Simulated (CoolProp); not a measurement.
Saturated liquid density (kg/m³) of cyclohexane: the reference equation beside estimates from Tc = 553.6 K, pc = 4.081 MPa, ω = 0.209. Rackett uses Z = 0.29056 − 0.08775 ω.

Values from CoolProp's reference Helmholtz-energy equation of state, Zhou 2014.

```csv
T (K),reference,Rackett,van der Waals,Soave-Redlich-Kwong,Peng-Robinson
325.2,748.0,752.9,463.8,698.8,788.5
342.9,730.5,735.7,453.7,682.9,771.4
360.6,712.6,718.0,443.1,665.8,752.9
378.2,694.2,699.6,432.0,647.4,732.8
395.9,675.0,680.2,420.2,627.4,710.8
413.6,655.0,659.9,407.5,605.7,686.7
431.3,633.9,638.3,394.0,581.8,660.1
449,611.3,615.1,379.3,555.5,630.5
466.6,586.8,590.1,363.4,526.4,597.4
484.3,559.3,562.3,345.5,493.4,559.4
502,527.5,530.6,325.1,455.2,515.1
```

Absolute difference from the reference over all 11 rows, mean and median: Rackett 0.7 and 0.7 %, van der Waals 38.0 and 37.9 %, Soave-Redlich-Kwong 8.6 and 7.5 %, Peng-Robinson 4.0 and 4.8 %.
